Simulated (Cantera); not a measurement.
A closed system holds: 1 mol CuF2, 7.6 mol H2O, 1.4 mol H2, at 1850 K and 1.00 Torr.

Equilibrium computed with Cantera from the NASA thermochemical tables; the gas is ideal and each condensed phase is pure. Candidate condensed phases: Cu, CuF2, CuO, Cu(OH)2, Cu2O, H2O; 27 gas species. The numbers say what is thermodynamically allowed, not how fast it happens.

Base state: H2O 0.681, HF 0.180, Cu 0.0890, H2 0.0405, OH 0.00369, H 0.00297, O2 0.00152, CuF 0.00141 (mole fractions); condensed: gas only.

Problem. What changes in the equilibrium state with this change: H2 from 1.4 to 0.17 mol?

Solution. 
```json
[
 {"species": "H2O", "before": "0.681", "after": "0.651"},
 {"species": "HF", "before": "0.180", "after": "0.192"},
 {"species": "Cu", "before": "0.0890", "after": "0.0939"},
 {"species": "O2", "before": "0.00152", "after": "0.0411"},
 {"species": "H2", "before": "0.0405", "after": "0.00746"},
 {"species": "CuO", "before": "1.58e-5", "after": "8.68e-5"},
 {"species": "O", "before": "0.000206", "after": "0.00107"},
 {"species": "CuF", "before": "0.00141", "after": "0.00371"},
 {"species": "H", "before": "0.00297", "after": "0.00127"}
]
```

Problem. What changes in the equilibrium state with this change: H2O from 7.6 to 2.3 mol?

Solution. 
| species | before | after |
|---|---|---|
| H2O | 0.681 | 0.401 |
| HF | 0.180 | 0.347 |
| Cu | 0.0890 | 0.171 |
| H2 | 0.0405 | 0.0714 |
| O2 | 0.00152 | 0.000170 |
| Cu2 | 2.63e-5 | 9.72e-5 |
| O | 0.000206 | 6.89e-5 |
| CuF | 0.00141 | 0.00395 |
| OH | 0.00369 | 0.00164 |
